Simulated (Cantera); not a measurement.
A Cantera script and its output.

```python
import numpy as np
import cantera as ct

gas = ct.Solution("gri30.yaml")
gas.TPX = 1575, 2500, {'C2H6': 1, 'N2': 27}
reactor = ct.IdealGasConstPressureReactor(gas, energy="off", clone=False)
net = ct.ReactorNet([reactor])
net.rtol, net.atol = 1e-08, 1e-18
show = ['C2H6', 'C2H4', 'C2H', 'H', 'H2', 'CH3']
times = np.geomspace(0.0001, 200, 9)

steps = ct.SolutionArray(gas, extra=["t"])
rows = []
print(f"{'t/s':>10s}{'T/K':>9s}{'P/Pa':>11s}" + "".join(f"{s:>11s}" for s in show))
for t in times:
    while net.time < t:
        t_next = net.step()
        steps.append(gas.state, t=t_next)
    rows.append([np.interp(t, steps.t, y) for y in (steps.T, steps.P, *steps(*show).X.T)])
    print(f"{t:10.3e}{rows[-1][0]:9.1f}{rows[-1][1]:11.4g}" + "".join(f"{x:11.3e}" for x in rows[-1][2:]))
rate = np.gradient(steps.T, steps.t)
print("integrator steps:", len(steps.t))
if steps.T.max() > steps.T[0] + 200:
    print(f"time of steepest temperature rise: {steps.t[rate.argmax()]:.4e} s")
gas.TPX = 1575, 2500, {'C2H6': 1, 'N2': 27}
gas.equilibrate("TP")
print(f"equilibrium (TP): T = {gas.T:.1f} K  " + "  ".join(f"{s} {gas[s].X[0]:.3e}" for s in show))
```

Result:

```
       t/s      T/K       P/Pa       C2H6       C2H4        C2H          H         H2        CH3
 1.000e-04   1575.0       2500  3.475e-02  4.492e-05  2.429e-14  1.520e-05  3.850e-05  1.626e-03
 6.132e-04   1575.0       2500  2.499e-02  5.467e-03  1.827e-08  2.577e-04  5.298e-03  6.874e-03
 3.761e-03   1575.0       2500  6.554e-04  1.371e-02  4.758e-07  4.305e-04  3.634e-02  2.385e-03
 2.306e-02   1575.0       2500  1.144e-05  2.421e-03  1.571e-07  1.031e-04  5.104e-02  3.559e-04
 1.414e-01   1575.0       2500  2.203e-06  1.212e-04  7.239e-08  4.609e-05  5.458e-02  1.390e-04
 8.672e-01   1575.0       2500  1.063e-06  4.274e-05  6.404e-08  4.142e-05  5.712e-02  9.539e-05
 5.318e+00   1575.0       2500  2.145e-07  1.360e-05  7.971e-08  5.339e-05  6.287e-02  4.444e-05
 3.261e+01   1575.0       2500  6.539e-09  7.736e-06  9.735e-08  6.634e-05  6.605e-02  8.046e-06
 2.000e+02   1575.0       2500  1.895e-10  7.645e-06  9.985e-08  6.821e-05  6.653e-02  1.293e-06
integrator steps: 1548
equilibrium (TP): T = 1575.0 K  C2H6 1.805e-11  C2H4 2.163e-06  C2H 2.825e-08  H 6.830e-05  H2 6.660e-02  CH3 3.403e-07
```

Cantera simulation using GRI-Mech 3.0 (53 species, 325 reactions); the numbers are that mechanism's predictions, not measurements. GRI-Mech 3.0 stops at C3 and has no aromatics, soot or wall deposition, so with more carbon than oxygen in the feed, carbon stays in small species such as C2H2 where larger ones or solid carbon would form. Radical loss at walls, strong at low pressure, is not modelled.
